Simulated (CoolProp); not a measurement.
Vapour-liquid equilibrium of benzene (1) + ethylbenzene (2) at 0.0879 MPa; x and y are mole fractions of (1).

Values from CoolProp's multi-fluid Helmholtz-energy mixture model, Thol 2012 and Zhou 2012; pair parameters Bell 2016.

Problem. Give the bubble temperature and the first vapour's composition at x = 0.05, 0.275, 0.5. Is there an azeotrope?

Solution. x = 0.05: 399.4 K, y = 0.162; x = 0.275: 381.9 K, y = 0.620; x = 0.5: 368.4 K, y = 0.835. No azeotrope shows between x = 0.05 and 0.95.

Pair parameters are fitted to limited data, so mixtures are less certain than the pure fluids.
